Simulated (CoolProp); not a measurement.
Computed with CoolProp (reference Helmholtz-energy equation of state, Lemmon 2006). It is a short technical equation, of lower accuracy than the large ones.

Problem. For C2F6 (R116), give the phase and the Z, cv (kJ/(kg K)), speed of sound (m/s), isothermal compressibility (1/MPa) at 327.3 K and 3460 kPa.

Solution. 
- 327.3 K and 3460 kPa: supercritical; Z 0.689, cv 0.803, speed of sound 111, isothermal compressibility 0.447
